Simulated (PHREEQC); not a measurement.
0.37 g of hydrous ferric oxide (600 m²/g; 0.2 weak and 0.005 strong sites per Fe, Dzombak-Morel constants, diffuse double layer) in 1 kg of water with 0.01 mol/kgw of an inert sodium salt and 0.00025 mol/kgw MgCl2, at 25 °C; the pH is set by adding NaOH or the inert anion's acid. Oxygen is held at 0.21 atm. The system is closed to CO2. Nothing may precipitate in this run.

Model: ion-association model, wateq4f.dat, run in PHREEQC.

**Question.** Predict Mg sorbed (%) at pH = 4.5, 6.5, 10, 11.

**Answer.** 
```json
[
 {"pH": "4.5", "Mg sorbed (%)": "0.0"},
 {"pH": "6.5", "Mg sorbed (%)": "0.1"},
 {"pH": "10", "Mg sorbed (%)": "99.8"},
 {"pH": "11", "Mg sorbed (%)": "100.0"}
]
```
